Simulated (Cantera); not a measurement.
Input: 1 mol PbCl2, 1.1 mol H2, 10 mol N2, at 1550 °C and 29000 Pa.

Cantera equilibrium calculation (NASA polynomials, part measured and part estimated; ideal gas, pure solids and liquids). Candidate condensed phases: NH4Cl, Pb, PbCl2; 17 gas species. Equilibrium is a limit: real reactors are often held back by kinetics, nucleation or transport.

Base state: N2 0.783, HCl 0.104, PbCl 0.0407, H2 0.0340, Pb 0.0319, PbCl2 0.00569, Cl 0.000347, H 0.000148 (mole fractions); condensed: gas only.

**Question.** What changes in the equilibrium state with this change: H2 from 1.1 to 23 mol?

**Answer.** 
```
species    before     after
-------  --------  --------
H2         0.0340     0.631
N2          0.783     0.286
HCl         0.104    0.0533
PbCl       0.0407   0.00376
Pb         0.0319    0.0248
PbCl2     0.00569   6.23e-5
Cl       0.000347   4.12e-5
H        0.000148  0.000639
```

**Question.** What changes in the equilibrium state with this change: H2 from 1.1 to 2.6 mol?

**Answer.** 
```csv
species,before,after
N2,0.783,0.696
H2,0.0340,0.127
HCl,0.104,0.107
PbCl,0.0407,0.0274
Pb,0.0319,0.0401
PbCl2,0.00569,0.00204
H,0.000148,0.000287
Cl,0.000347,0.000185
```

**Question.** What changes in the equilibrium state with this change: H2 from 1.1 to 48 mol?

**Answer.** 
```csv
species,before,after
H2,0.0340,0.784
N2,0.783,0.167
HCl,0.104,0.0320
PbCl,0.0407,0.00126
Pb,0.0319,0.0154
PbCl2,0.00569,1.13e-5
Cl,0.000347,2.22e-5
```
